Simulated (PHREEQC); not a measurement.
PHREEQC input (ion-association model, wateq4f.dat):

```
SOLUTION_MASTER_SPECIES
  An  An-  0  An  62.0  # stands for a non-complexing anion
SOLUTION_SPECIES
  An- = An-
    -log_k 0
    -gamma 3.0 0
PHASES
  Fix_H+
    H+ = H+
    -log_k 0
SOLUTION 1
  temp 25
  units mmol/kgw
  pH 7 charge
  Na 100
  An 100
END
SELECTED_OUTPUT 1
  -reset false
  -pH true
  -pe true
  -ionic_strength true
  -water true
  -totals Na
  -molalities Hfo_wOH Hfo_wOH2+ Hfo_wO- Hfo_sOH Hfo_sOH2+ Hfo_sO-
USER_PUNCH 1
  -headings sigma psi
  10 PUNCH EDL("sigma", "Hfo"), EDL("psi", "Hfo")
PRINT
  -reset false
USE solution 1
SURFACE 1
  Hfo_wOH 0.000876404 600 0.39
  Hfo_sOH 2.19101e-05
EQUILIBRIUM_PHASES 1
  Fix_H+ -4 HAn 10
    -force_equality true
  O2(g) -0.68 10
END
# ... the last block is repeated for the other 12 points of pH, with NaOH or the acid as the point needs
```

Selected output (columns that matter, 13 of 13 rows; pH added in front):

```
pH	mu	Na	m_Hfo_wOH	m_Hfo_wOH2+	m_Hfo_wO-	m_Hfo_sOH	m_Hfo_sOH2+	m_Hfo_sO-	sigma	psi
4	0.10051	0.1	0.00011665	0.00075935	4.105e-07	2.9162e-06	1.8984e-05	1.0262e-08	0.32078	0.1465
4.67	0.10033	0.1	0.00027142	0.00060218	2.8026e-06	6.7856e-06	1.5054e-05	7.0066e-08	0.25334	0.13452
5.33	0.10022	0.1	0.0004371	0.00042911	1.02e-05	1.0927e-05	1.0728e-05	2.5499e-07	0.17706	0.11642
6	0.10014	0.1	0.00056259	0.0002887	2.5115e-05	1.4065e-05	7.2175e-06	6.2788e-07	0.11141	0.093451
6.67	0.10008	0.1	0.00063346	0.00019605	4.6888e-05	1.5837e-05	4.9014e-06	1.1722e-06	0.063049	0.066808
7.33	0.10004	0.1	0.00066374	0.00014118	7.1486e-05	1.6593e-05	3.5295e-06	1.7872e-06	0.029458	0.0374
8	0.1	0.1	0.0006726	0.00010648	9.7325e-05	1.6815e-05	2.6621e-06	2.4331e-06	0.0038713	0.0053518
8.67	0.10003	0.10006	0.00066838	7.983e-05	0.0001282	1.6709e-05	1.9958e-06	3.2049e-06	-0.020443	-0.027043
9.33	0.10009	0.10015	0.00064694	5.4937e-05	0.00017453	1.6173e-05	1.3734e-06	4.3631e-06	-0.050547	-0.057322
10	0.10024	0.10036	0.00059142	3.1628e-05	0.00025335	1.4785e-05	7.9069e-07	6.3338e-06	-0.093718	-0.085076
10.67	0.1008	0.10099	0.00048389	1.4179e-05	0.00037833	1.2097e-05	3.5446e-07	9.4582e-06	-0.15392	-0.10925
11.33	0.10309	0.10336	0.00032575	4.4507e-06	0.00054619	8.1438e-06	1.1127e-07	1.3655e-05	-0.22898	-0.1287
12	0.11363	0.11401	0.00014973	7.0746e-07	0.00072596	3.7432e-06	1.7687e-08	1.8149e-05	-0.30655	-0.14105
```

Complexes and solids missing from the database can't appear.
